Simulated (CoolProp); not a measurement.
Values from CoolProp's reference Helmholtz-energy equation of state, Akasaka 2023.

Give the vapour pressure (MPa), liquid density (kg/m³), liquid cp (kJ/(kg K)) of saturated R1336mzz(E) at 17.65, 46.05, 88.65 °C.


| T (°C) | p (MPa) | liquid density (kg/m³) | liquid cp (kJ/(kg K)) |
|---|---|---|---|
| 17.65 | 0.148 | 1350 | 1.23 |
| 46.05 | 0.383 | 1260 | 1.28 |
| 88.65 | 1.16 | 1080 | 1.44 |
